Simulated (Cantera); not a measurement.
Input (Python, Cantera) and output of one run.

```python
import numpy as np
import cantera as ct

gas_names = """
    N HCL NH3
""".split()
cond_names = """
    Sr(a) Sr(b) Sr(L) SrCL2(a) SrCL2(b) SrCL2(L)
""".split()


def load(file, names, dense=False):
    # The tables refer to 1 bar. Condensed volumes are neglected.
    table = {s.name: s for s in ct.Species.list_from_file(file)}
    out = []
    for n in names:
        d = dict(table[n].input_data)
        d["thermo"] = dict(d["thermo"], **{"reference-pressure": 1e5})
        if dense:
            d["equation-of-state"] = {"model": "constant-volume", "density": "1e6 g/cm^3"}
        out.append(ct.Species.from_dict(d))
    return out


species = {s.name: s for s in load("nasa_gas.yaml", gas_names) + load("nasa_condensed.yaml", cond_names)}
# Each term lists the table entries of one substance; the one whose range holds T is used.
reactions = {
    '2 N(g) + 6 HCl(g) + 3 Sr = 2 NH3(g) + 3 SrCl2':
        [(-2, ['N']), (-6, ['HCL']), (-3, ['Sr(a)', 'Sr(b)', 'Sr(L)']), (2, ['NH3']), (3, ['SrCL2(a)', 'SrCL2(b)', 'SrCL2(L)'])],
}


def pick(names, T):
    return next(species[n] for n in names if species[n].thermo.min_temp <= T <= species[n].thermo.max_temp)


results = []
for label, terms in reactions.items():
    print(label)
    print("     T/K   dH/kJ  dS/(J/K)   dG/kJ   log10 K")
    for T in [300, 1625, 1675, 1725, 1775, 1825, 1875, 1925, 1975, 2025]:
        used = [(nu, pick(names, T)) for nu, names in terms]
        dH = sum(nu * s.thermo.h(T) for nu, s in used) / 1e6
        dS = sum(nu * s.thermo.s(T) for nu, s in used) / 1e3
        dG = dH - T * dS / 1e3
        logK = -dG * 1e6 / (ct.gas_constant * T * np.log(10))
        results.append((label, T, dH, dS, dG, logK, [s.name for _, s in used]))
        print(f"{T:8g} {dH:8.1f} {dS:8.1f} {dG:8.1f} {logK:8.2f}")
```

It prints:

```
2 N(g) + 6 HCl(g) + 3 Sr = 2 NH3(g) + 3 SrCl2
     T/K   dH/kJ  dS/(J/K)   dG/kJ   log10 K
     300  -2970.0   -863.0  -2711.1   472.03
    1625  -2835.7   -735.8  -1640.0    52.72
    1675  -2831.2   -733.1  -1603.3    50.00
    1725  -2826.7   -730.4  -1566.7    47.44
    1775  -2822.1   -727.8  -1530.2    45.03
    1825  -2817.6   -725.3  -1493.9    42.76
    1875  -2813.0   -722.8  -1457.7    40.61
    1925  -2808.5   -720.4  -1421.6    38.57
    1975  -2803.9   -718.1  -1385.7    36.65
    2025  -2799.3   -715.8  -1349.8    34.82
```

Source: NASA polynomial tables (part measured, part estimated), evaluated in Cantera. Condensed species are held in their standard states even where they would react or evaporate.
